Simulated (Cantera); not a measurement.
Cantera run, input and output.

```python
import numpy as np
import cantera as ct

gas = ct.Solution("gri30.yaml")
gas.TPX = 1025, 130, {'H2': 0.062, 'O2': 1}
reactor = ct.IdealGasConstPressureReactor(gas, energy="off", clone=False)
net = ct.ReactorNet([reactor])
net.rtol, net.atol = 1e-08, 1e-18
show = ['H2', 'O2', 'H2O2', 'HO2', 'O', 'H', 'OH']
times = np.geomspace(5e-05, 5, 14)

steps = ct.SolutionArray(gas, extra=["t"])
rows = []
print(f"{'t/s':>10s}{'T/K':>9s}{'P/Pa':>11s}" + "".join(f"{s:>11s}" for s in show))
for t in times:
    while net.time < t:
        t_next = net.step()
        steps.append(gas.state, t=t_next)
    rows.append([np.interp(t, steps.t, y) for y in (steps.T, steps.P, *steps(*show).X.T)])
    print(f"{t:10.3e}{rows[-1][0]:9.1f}{rows[-1][1]:11.4g}" + "".join(f"{x:11.3e}" for x in rows[-1][2:]))
rate = np.gradient(steps.T, steps.t)
print("integrator steps:", len(steps.t))
if steps.T.max() > steps.T[0] + 200:
    print(f"time of steepest temperature rise: {steps.t[rate.argmax()]:.4e} s")
gas.TPX = 1025, 130, {'H2': 0.062, 'O2': 1}
gas.equilibrate("TP")
print(f"equilibrium (TP): T = {gas.T:.1f} K  " + "  ".join(f"{s} {gas[s].X[0]:.3e}" for s in show))
```

It prints:

```
       t/s      T/K       P/Pa         H2         O2       H2O2        HO2          O          H         OH
 5.000e-05   1025.0        130  5.838e-02  9.416e-01  1.001e-17  5.067e-12  1.059e-13  4.963e-12  1.044e-13
 1.212e-04   1025.0        130  5.838e-02  9.416e-01  5.860e-17  1.229e-11  6.055e-13  1.171e-11  5.858e-13
 2.939e-04   1025.0        130  5.838e-02  9.416e-01  3.445e-16  2.979e-11  3.376e-12  2.681e-11  3.120e-12
 7.126e-04   1025.0        130  5.838e-02  9.416e-01  2.023e-15  7.223e-11  1.786e-11  5.919e-11  1.490e-11
 1.728e-03   1025.0        130  5.838e-02  9.416e-01  1.190e-14  1.752e-10  9.035e-11  1.364e-10  6.223e-11
 4.188e-03   1025.0        130  5.838e-02  9.416e-01  6.995e-14  4.251e-10  5.134e-10  4.471e-10  2.826e-10
 1.015e-02   1025.0        130  5.838e-02  9.416e-01  4.122e-13  1.039e-09  6.331e-09  4.434e-09  3.137e-09
 2.462e-02   1025.0        130  5.838e-02  9.416e-01  2.865e-12  4.613e-09  1.288e-06  8.816e-07  6.310e-07
 5.969e-02   1025.0        130  1.514e-02  9.148e-01  3.292e-08  6.979e-07  1.684e-02  1.612e-02  3.869e-03
 1.447e-01   1025.0        130  1.033e-03  9.020e-01  7.566e-09  6.635e-07  3.152e-02  1.396e-02  1.948e-03
 3.509e-01   1025.0        130  9.106e-04  9.066e-01  7.782e-09  6.569e-07  2.794e-02  1.158e-02  1.833e-03
 8.506e-01   1025.0        130  7.051e-04  9.155e-01  8.577e-09  6.381e-07  2.082e-02  7.545e-03  1.618e-03
 2.062e+00   1025.0        130  3.876e-04  9.273e-01  9.792e-09  5.686e-07  1.098e-02  2.921e-03  1.204e-03
 5.000e+00   1025.0        130  1.233e-04  9.360e-01  1.048e-08  4.021e-07  3.419e-03  5.086e-04  6.795e-04
integrator steps: 941
equilibrium (TP): T = 1025.0 K  H2 3.132e-10  O2 9.399e-01  H2O2 8.090e-12  HO2 6.232e-10  O 8.931e-09  H 2.153e-12  OH 1.103e-06
```

Detailed kinetics in Cantera: GRI-Mech 3.0 (53 species, 325 reactions). Radical loss at walls, strong at low pressure, is not modelled. The temperature is held fixed by assumption; the heat of reaction is taken as removed at once.
